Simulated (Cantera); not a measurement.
A Cantera script and what it prints.

```python
import numpy as np
import cantera as ct

gas_names = [...]  # 95 gases of nasa_gas.yaml made of C, F, H
cond_names = """
    C(gr) C6H6(L) C7H8(L) C8H18(L),n-octa
""".split()


# ... load() reads the species with a 1 bar reference pressure and builds the phases ...
atoms = {
    'C2F6': {'C': 2, 'F': 6},
    'F2': {'F': 2},
    'H2': {'H': 2},
}
top_T = {'C(gr)': 4500}  # K; cautious upper limits of use, not melting points


# ... equilibrate(T, P, feed) seeds the gas with the atoms and calls Mixture.equilibrate('TP', solver="vcs", rtol=1e-11, max_steps=5000) ...
results = []
T = 2823  # K
P = 74000  # Pa
for m in [0.01, 0.017, 0.028, 0.047, 0.077, 0.13, 0.21, 0.34, 0.56, 0.93, 1.5, 2.5]:
    feed = {'C2F6': 1, 'F2': m, 'H2': 5.7}  # mol
    mix = equilibrate(T, P, feed)
    results.append((T, P, feed, dict(zip(mix.species_names, mix.species_moles))))

top = {s: max(r[3][s] / sum(r[3][g] for g in gas_names) for r in results) for s in gas_names}
cols = sorted((s for s in top if top[s] > 0.001), key=lambda s: -top[s])[:7]
seen = [c for c in cond_names if any(r[3].get(c, 0) > 1e-12 for r in results)]
print("log10 of partial pressures in bar; condensed amounts in mol")
print(f"{'n(F2)':>10s}" + "".join(f"{s[:9]:>10s}" for s in cols + seen))
for T, P, feed, n in results:
    ng = sum(n[g] for g in gas_names)
    print(f"{feed['F2']:10.4g}" + "".join(f"{np.log10(max(n[s] / ng * P / 1e5, 1e-99)):10.3f}" for s in cols)
          + "".join(f"{n.get(c, 0):10.4g}" for c in seen))
```

Output:

```
log10 of partial pressures in bar; condensed amounts in mol
     n(F2)        HF        H2         H C2H2,acet         F     C(gr)
      0.01    -0.304    -0.708    -1.406    -2.152    -3.358     1.817
     0.017    -0.303    -0.710    -1.407    -2.154    -3.356     1.817
     0.028    -0.302    -0.712    -1.408    -2.156    -3.354     1.818
     0.047    -0.300    -0.716    -1.411    -2.160    -3.350     1.819
     0.077    -0.297    -0.723    -1.414    -2.167    -3.344     1.821
      0.13    -0.292    -0.735    -1.420    -2.179    -3.333     1.825
      0.21    -0.285    -0.753    -1.429    -2.197    -3.317     1.831
      0.34    -0.274    -0.784    -1.444    -2.227    -3.290      1.84
      0.56    -0.256    -0.839    -1.472    -2.282    -3.245     1.855
      0.93    -0.229    -0.942    -1.523    -2.386    -3.166      1.88
       1.5    -0.193    -1.145    -1.625    -2.589    -3.029     1.919
       2.5    -0.144    -2.003    -2.054    -3.446    -2.551      1.98
```

Method: chemical equilibrium by Gibbs-energy minimisation in Cantera with the NASA 1993 tables (ideal gas, pure condensed phases). The feed counts by its element totals alone.
